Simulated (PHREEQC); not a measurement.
Dissolve 0.17 mol CdCl2 and 0.00103 mol HBr per kg of water at 25 °C. Closed to the air; pH follows from the charge balance.

Model: ion-association model, phreeqc.dat, run in PHREEQC.

Precipitation was switched off in this run.

Task: What pH does the model give?

Result: pH 3.08.

Task: In which forms is Br present?

Result: CdBr+ 51 %, Br- 49 % of the Br.

Species that the database lacks are ignored.
